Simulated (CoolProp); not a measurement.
Vapour-liquid equilibrium of cyclohexane (1) + dimethyl carbonate (2) at 377.1 K; x and y are mole fractions of (1).

Model: multi-fluid Helmholtz-energy mixture model, Zhou 2014 and Zhou 2011; pair parameters Bell 2016, in CoolProp.

```tsv
x	bubble pressure (MPa)	y at the bubble point	dew pressure at overall composition x (MPa)	liquid density (mol/L)
0.05	0.1772	0.164	0.1609	10.41
0.2	0.2183	0.397	0.1829	9.918
0.35	0.2361	0.497	[?]	[?]
0.5	0.2429	0.560	0.2364	9.108
0.65	[?]	0.618	0.2418	8.792
0.8	0.2366	0.701	0.2230	8.532
0.95	0.2110	0.881	0.2008	8.322
```

**Question.** Fill in the missing entries.

**Answer.** 
- 0.35, dew pressure at overall composition x (MPa): 0.2095
- 0.35, liquid density (mol/L): 9.483
- 0.65, bubble pressure (MPa): 0.2436

y crosses x between x = 0.5 and 0.65: the model has an azeotrope there.

Pair parameters are fitted to limited data, so mixtures are less certain than the pure fluids.
